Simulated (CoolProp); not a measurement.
Vapour-liquid equilibrium of dimethyl ether (1) + 1-butene (2) at 364.6 K; x and y are mole fractions of (1).

The numbers come from the multi-fluid Helmholtz-energy mixture model, Wu 2011 and Lemmon 2005; pair parameters Bell 2016 in CoolProp.

Question: Give the bubble pressure and the first vapour's composition at x = 0.35, 0.5, 0.575. Is there an azeotrope?

Answer: x = 0.35: 2.029 MPa, y = 0.454; x = 0.5: 2.228 MPa, y = 0.596; x = 0.575: 2.323 MPa, y = 0.661. No azeotrope shows between x = 0.05 and 0.95.

The pair parameters rest on a limited set of measurements; away from them the model extrapolates.
